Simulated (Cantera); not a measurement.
# Diamond growth

A diamond (100) surface in a fixed gas of H2 with x(CH4) = 0.024, x(H) = 0.0083, at 1075 K, 19000 Pa; coverages are run to steady state.

Detailed kinetics in Cantera: the Harris–Goodwin 1993 mechanism for the reconstructed diamond (100) surface.

```csv
x(CH3),growth (µm/h),θ c6HH,θ c6H*,θ c6*H,θ c6**,θ c6HM
1e-06,0.133,0.532,0.0257,0.426,0.0159,4.72e-5
2.6e-06,0.346,0.532,0.0257,0.426,0.0159,0.000123
6.5e-06,0.866,0.532,0.0257,0.426,0.0159,0.000306
1.7e-05,2.26,0.531,0.0257,0.426,0.0159,0.000801
4.3e-05,5.71,0.531,0.0256,0.425,0.0158,0.00202
0.00011,14.5,0.528,0.0255,0.423,0.0157,0.00514
0.00028,36.5,0.522,0.0252,0.418,0.0154,0.0129
0.00072,90.5,0.508,0.0244,0.405,0.0148,0.0321
0.0018,209,0.476,0.0228,0.378,0.0134,0.0740
```
θ: site fractions in the mechanism's names (c6HH fully hydrogenated, c6H* and c6*H radical sites, c6** diradical, c6HM methylated).
